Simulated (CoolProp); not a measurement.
Vapour-liquid equilibrium of R22 (1) + n-hexane (2) at 300.5 K; x and y are mole fractions of (1).

Computed with CoolProp (multi-fluid Helmholtz-energy mixture model, Kamei 1995 and Thol 2019; pair parameters Bell 2016).

Give the bubble pressure and the first vapour's composition at x = 0.05, 0.2, 0.35. Is there an azeotrope?

x = 0.05: 0.9852 bar, y = 0.777; x = 0.2: 3.124 bar, y = 0.934; x = 0.35: 4.908 bar, y = 0.961. No azeotrope shows between x = 0.05 and 0.95.

The pair parameters rest on a limited set of measurements; away from them the model extrapolates. The gap from Raoult's law changes sign with composition, which may be real or a fault of the pair parameters; it wasn't checked against measurements.
